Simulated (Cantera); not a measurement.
An isothermal, constant-pressure homogeneous reactor starts with 74.1 % CH4, 25.9 % H2O, at 1973 K and 5.00 bar.

Computed with Cantera and GRI-Mech 3.0 (53 species, 325 reactions). GRI-Mech 3.0 stops at C3 and has no aromatics, soot or wall deposition, so with more carbon than oxygen in the feed, carbon stays in small species such as C2H2 where larger ones or solid carbon would form.

One state of this run: x CH4 = 0.610; x H2O = 0.247; x O2 = 4.45e-10; x H = 0.000130; x HCO = 3.05e-7. x: mole fraction; the columns are a selection and need not sum to one.

### Question
Which value of t (s) does it belong to?
(A) 1.09e-5
(B) 0.673
(C) 2.97e-5
(D) 5.00

### Answer
A, 1.09e-5
